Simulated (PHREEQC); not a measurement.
A solution holds 0.0033 mol Na2B4O7 and 6e-05 mol Cd(NO3)2 per kg of water, at 50 °C. Closed to the air; pH follows from the charge balance.

Computed with PHREEQC (ion-association model, wateq4f.dat).

No solid was allowed to form.

Question: Estimate the pH, ionic strength.

Answer: pH 9.01; ionic strength 0.00675 mol/kgw.

Question: In which forms is Cd present?

Answer: Cd+2 74 %, CdOH+ 26 % of the Cd.

The anhydrous metaborates of the database seldom form from water, and their constants weren't checked at source. Constants without temperature data keep their 25 °C values here.
